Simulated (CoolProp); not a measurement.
n-perfluorohexane along the isotherm 414.4 K: Z from the reference equation and from simpler models built on Tc = 448.0 K, pc = 1.742 MPa, ω = 0.497; each cubic takes its own stable root.

Values from CoolProp's reference Helmholtz-energy equation of state, Gao 2022.

| p (MPa) | phase | reference |
|---|---|---|
| 0.201 | gas | 0.9443 |
| 0.402 | gas | 0.8825 |
| 0.603 | gas | 0.8116 |
| 0.804 | gas | 0.7257 |
| 1 | liquid | 0.08029 |
| 1.21 | liquid | 0.09640 |
| 1.41 | liquid | 0.1116 |
| 1.61 | liquid | 0.1266 |
| 1.81 | liquid | 0.1416 |
| 2.01 | liquid | 0.1564 |
| 2.21 | liquid | 0.1711 |
| 2.41 | liquid | 0.1857 |
| 2.61 | liquid | 0.2002 |

Problem. How far does each simpler model (van der Waals, Soave-Redlich-Kwong, Peng-Robinson) lie from the reference over these 13 states: mean and median of the absolute difference, and the worst?

Solution. 
- van der Waals: mean 145.9 %, median 69.4 %, worst +811.3 % at 414.4 K and 1 MPa
- Soave-Redlich-Kwong: mean 16.3 %, median 21.6 %, worst +26.7 % at 414.4 K and 1 MPa
- Peng-Robinson: mean 6.6 %, median 7.9 %, worst +11.9 % at 414.4 K and 1 MPa

At some of these states van der Waals gives the other phase, because its saturation line lies elsewhere.
